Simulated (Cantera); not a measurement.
Feed: 1 mol Si, a varied amount of HBr, 43 mol H2, equilibrated at 1348.15 K and 0.00133 bar.

Method: chemical equilibrium by Gibbs-energy minimisation in Cantera with the NASA 1993 tables (ideal gas, pure condensed phases). Candidate condensed phases: Br2, Si; 19 gas species. Kinetics and transport are ignored.

Task: What share of the Si ends up in condensed phases as a function of n(HBr) (mol), at 1.4, 1.9, 2.5, 3.1, 3.7, 4.3, 4.8, 5.4, 6, 6.6, 7.2?

Result: 
| n(HBr) (mol) | Si condensed (%) | as |
|---|---|---|
| 1.4 | 92.7 | Si(s) |
| 1.9 | 87.4 | Si(s) |
| 2.5 | 79.6 | Si(s) |
| 3.1 | 70.7 | Si(s) |
| 3.7 | 60.7 | Si(s) |
| 4.3 | 49.8 | Si(s) |
| 4.8 | 40.2 | Si(s) |
| 5.4 | 28.0 | Si(s) |
| 6 | 15.2 | Si(s) |
| 6.6 | 1.8 | Si(s) |
| 7.2 | 0.0 | - |
